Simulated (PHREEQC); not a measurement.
Alkaline etch or developer

Make-up at 25 °C: 77 mmol/kgw NH3, 0.13 mmol/kgw H4SiO4 and 5.8 mmol/kgw K2CO3. Closed to the air; pH follows from the charge balance.

The numbers come from PHREEQC with the ion-association model, phreeqc.dat.

```yaml
pH: 11.13
ionic_strength: 0.0180 mol/kgw
specific_conductance: 1790 µS/cm
total_alkalinity: 88.6 meq/kg
```

| species | molality | activity | log γ |
|---|---|---|---|
| NH3 | 0.0759 | 0.0762 | 0.002 |
| K+ | 0.0116 | 0.0101 | -0.059 |
| CO3-2 | 0.00524 | 0.00315 | -0.221 |
| OH- | 0.00157 | 0.00137 | -0.059 |
| NH4+ | 0.00113 | 0.000985 | -0.062 |
| HCO3- | 0.000562 | 0.000495 | -0.055 |
| H3SiO4- | 0.000123 | 0.000108 | -0.058 |
| H4SiO4 | 5.36e-6 | 5.38e-6 | 0.002 |
| H2SiO4-2 | 1.65e-6 | 9.93e-7 | -0.221 |
| CO2 | 8.18e-9 | 8.22e-9 | 0.002 |

No solid was allowed to form. Species that the database lacks are ignored.
